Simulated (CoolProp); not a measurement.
A single-stage vapour-compression cycle with ethylene: evaporating at 195.15 K (dew point), condensing at 261.15 K (bubble point), superheat 10 K, subcooling 5 K, compressor efficiency 0.9, no pressure losses. Each further row changes one setting.

Values from CoolProp's reference Helmholtz-energy equation of state, Smukala 2000.

```
case                              cooling COP  pressure ratio  discharge temperature (K)  refrigerating effect (kJ/kg)  volumetric capacity (kJ/m³)
--------------------------------  -----------  --------------  -------------------------  ----------------------------  ---------------------------
as stated                                1.71            8.32                      339.1                           283                         1860
evaporating temperature 200.15 K          ___            6.74                        ___                           287                          ___
condensing temperature 256.15 K          1.94            7.35                      330.3                           300                         1970
subcooling 10 K                          1.81            8.32                      339.1                           300                         1970
superheat 20 K                            ___            8.32                      351.2                           298                         1840
compressor efficiency 0.8                1.52            8.32                      349.7                           283                         1860
```

Problem. Fill in the missing entries.

Solution. 
- evaporating temperature 200.15 K, cooling COP: 1.95
- evaporating temperature 200.15 K, discharge temperature (K): 331.7
- evaporating temperature 200.15 K, volumetric capacity (kJ/m³): 2300
- superheat 20 K, cooling COP: 1.70
